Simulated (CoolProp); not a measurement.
A closed Brayton cycle with carbon dioxide: compressor inlet 305.15 K and 9.4 MPa, high pressure 28.6 MPa, turbine inlet 750 K, compressor efficiency 0.8, turbine efficiency 0.9, recuperator effectiveness 0.9 (on enthalpy, no pinch check). Each further row changes one setting.

Computed with CoolProp (reference Helmholtz-energy equation of state, Span 1996).

```json
[
 {"case": "as stated", "thermal efficiency (%)": "33.9", "net work (kJ/kg)": "98.9", "compressor to turbine work": "0.24", "compressor exit (K)": "333.7", "turbine exit (K)": "623.9"},
 {"case": "turbine inlet 700 K", "thermal efficiency (%)": "32.0", "net work (kJ/kg)": "…", "compressor to turbine work": "…", "compressor exit (K)": "333.7", "turbine exit (K)": "578.5"},
 {"case": "compressor inlet 315.15 K", "thermal efficiency (%)": "…", "net work (kJ/kg)": "…", "compressor to turbine work": "0.31", "compressor exit (K)": "368.5", "turbine exit (K)": "623.9"},
 {"case": "high pressure 24.3 MPa", "thermal efficiency (%)": "32.7", "net work (kJ/kg)": "88.1", "compressor to turbine work": "0.21", "compressor exit (K)": "328.4", "turbine exit (K)": "641.9"},
 {"case": "recuperator effectiveness 0.5", "thermal efficiency (%)": "22.5", "net work (kJ/kg)": "98.9", "compressor to turbine work": "0.24", "compressor exit (K)": "333.7", "turbine exit (K)": "623.9"}
]
```

Complete the blanks.


- turbine inlet 700 K, net work (kJ/kg): 88.3
- turbine inlet 700 K, compressor to turbine work: 0.26
- compressor inlet 315.15 K, thermal efficiency (%): 32.3
- compressor inlet 315.15 K, net work (kJ/kg): 89.5
